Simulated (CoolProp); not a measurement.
The fluid at 298.15 K and 6.31 MPa (supercritical) is heated at constant pressure to 493.1 K. The same conditions are run with several fluids, on thermodynamics alone (safety and materials aside).

Computed with CoolProp (reference Helmholtz-energy equation of state of each fluid (CF4 (R14): Platzer 1990; methane: Setzmann 1991; normal hydrogen: Leachman 2009; nitrogen: Span 2000)). The equations of Platzer and Polt are older, rougher fits.

| fluid | heat (kJ/kg) | final density (kg/m³) |
|---|---|---|
| CF4 (R14) | ___ | 135 |
| methane | ___ | ___ |
| normal hydrogen | ___ | ___ |
| nitrogen | ___ | ___ |

Question: Complete the blanks.

Answer: 
- CF4 (R14), heat (kJ/kg): 176
- methane, heat (kJ/kg): 534
- methane, final density (kg/m³): 24.7
- normal hydrogen, heat (kJ/kg): 2840
- normal hydrogen, final density (kg/m³): 3.03
- nitrogen, heat (kJ/kg): 215
- nitrogen, final density (kg/m³): 42.0
